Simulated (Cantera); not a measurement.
Input: 1 mol CaO, 26 mol Cl2, 0.26 mol O2, at 1375 °C and 30.0 mbar.

Equilibrium computed with Cantera from the NASA thermochemical tables; the gas is ideal and each condensed phase is pure. Candidate condensed phases: Ca, CaCl2, CaO; 11 gas species. Equilibrium is a limit: real reactors are often held back by kinetics, nucleation or transport.

Base state: Cl 0.538, Cl2 0.413, CaCl2 0.0273, O2 0.0206, ClO 0.000277, O 2.10e-5 (mole fractions); condensed: gas only.

Task: What changes in the equilibrium state with this change: temperature from 1375 °C to 800 °C?

Result: 
| species | before | after |
|---|---|---|
| Cl2 | 0.413 | 0.964 |
| O2 | 0.0206 | 0.0294 |
| Cl | 0.538 | 0.00611 |
| CaCl2 | 0.0273 | 8.59e-6 |
| O | 2.10e-5 | 1.24e-9 |
| ClO | 0.000277 | 9.37e-6 |
| CaCl2(l), mol | 0 | 1.000 |
Condensed phases not in the tables: oxide chlorides.

Task: What changes in the equilibrium state with this change: CaO replaced by TiO2?

Result: 
```tsv
species	before	after
Cl	0.538	0.541
Cl2	0.413	0.418
O2	0.0206	0.0234
CaCl2	0.0273	0
TiCl4	0	0.0163
TiOCl2	0	8.81e-5
TiCl3	0	5.51e-5
ClO	0.000277	0.000297
O	2.10e-5	2.24e-5
TiO2(rutile), mol	0	0.410
```
Further candidate phases: Ti, TiCl2, TiCl3, TiCl4, TiO, TiO2, Ti2O3, Ti3O5, Ti4O7.

Task: What changes in the equilibrium state with this change: pressure from 30.0 mbar to 0.430 bar?

Result: 
```json
[
 {"species": "Cl2", "before": "0.413", "after": "0.757"},
 {"species": "Cl", "before": "0.538", "after": "0.192"},
 {"species": "O2", "before": "0.0206", "after": "0.0257"},
 {"species": "CaCl2", "before": "0.0273", "after": "0.0240"},
 {"species": "O", "before": "2.10e-5", "after": "6.21e-6"},
 {"species": "ClO", "before": "0.000277", "after": "0.000419"},
 {"species": "CaCl2(l), mol", "before": "0", "after": "0.296"}
]
```
Condensed phases not in the tables: oxide chlorides.
